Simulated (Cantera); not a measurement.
**Gas-phase reforming**

A perfectly stirred reactor is fed with 18.2 % CH4, 81.8 % CO2, at 1.00 bar; it is held at 1650 K, and followed from long to short residence time.

Detailed kinetics in Cantera: GRI-Mech 3.0 (53 species, 325 reactions).

```csv
τ (s),x CH4,x CO2,x H2O2,x H2O,x CH3
0.93,0.0150,0.376,2.28e-12,0.177,9.88e-5
0.30,0.0257,0.452,2.34e-12,0.168,0.000172
0.095,0.0482,0.554,1.58e-12,0.137,0.000291
0.031,0.0883,0.668,<1e-12,0.0780,0.000436
0.0098,0.132,0.759,<1e-12,0.0255,0.000578
0.0031,0.161,0.801,<1e-12,0.00504,0.000680
0.0010,0.175,0.815,<1e-12,0.000654,0.000636
0.00032,0.180,0.818,<1e-12,7.44e-5,0.000425
0.00010,0.181,0.818,<1e-12,1.23e-5,0.000218
```
x: mole fraction; the columns are a selection and need not sum to one.
